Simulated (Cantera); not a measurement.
Input: 1 mol Si3H8, 80 mol H2, 1.7 mol HCl, at 13.3 mbar.

Method: chemical equilibrium by Gibbs-energy minimisation in Cantera with the NASA 1993 tables (ideal gas, pure condensed phases). Candidate condensed phases: Si; 19 gas species. The feed counts by its element totals alone. The numbers say what is thermodynamically allowed, not how fast it happens. All values below are at 1450 K.

Base state: H2 0.981, HCl 0.0178, SiCl2 0.000997, H 8.11e-5 (mole fractions); condensed: Si(s).

Task: What changes in the equilibrium state with this change: H2 from 80 to 55 mol?

Result: 
```
species       before    after
----------  --------  -------
H2             0.981    0.974
HCl           0.0178   0.0242
SiCl2       0.000997  0.00186
SiCl3        7.20e-6  1.83e-5
H            8.11e-5  8.08e-5
Si(s), mol      2.91     2.89
```
The tables' values for SiCl3 are old estimates; treat these amounts as uncertain.
